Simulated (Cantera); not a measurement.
## Low-pressure radical oxidation in H2/O2

An isothermal, constant-pressure homogeneous reactor starts with H₂ : O₂ = 0.24 : 3.9 (molar parts), at 950 K and 840 Pa.

Model: GRI-Mech 3.0 (53 species, 325 reactions), integrated in Cantera. Radical loss at walls, strong at low pressure, is not modelled. The temperature is held fixed by assumption; the heat of reaction is taken as removed at once.

| t (s) | x H₂ | x O₂ | x OH | x O | x H |
|---|---|---|---|---|---|
| 0.000100 | 0.0580 | 0.942 | <1e-12 | 1.13e-12 | 6.99e-12 |
| 0.000345 | 0.0580 | 0.942 | 7.33e-12 | 1.13e-11 | 2.24e-11 |
| 0.00119 | 0.0580 | 0.942 | 6.25e-11 | 1.38e-10 | 1.27e-10 |
| 0.00410 | 0.0580 | 0.942 | 6.93e-9 | 1.67e-8 | 1.31e-8 |
| 0.0141 | 0.0274 | 0.925 | 0.00253 | 0.00955 | 0.0120 |
| 0.0488 | 0.000604 | 0.931 | 0.000898 | 0.00784 | 0.00289 |
| 0.168 | 6.08e-5 | 0.939 | 0.000249 | 0.000879 | 8.89e-5 |
| 0.580 | 4.64e-6 | 0.940 | 7.01e-5 | 7.22e-5 | 2.05e-6 |
| 2.00 | 4.08e-7 | 0.940 | 2.29e-5 | 7.55e-6 | 7.00e-8 |
x: mole fraction; the columns are a selection and need not sum to one.

Equilibrium at this temperature and pressure: H₂ 1.23e-11, O₂ 0.940, OH 1.53e-7, O 3.38e-10, H <1e-12 (gas phase only).
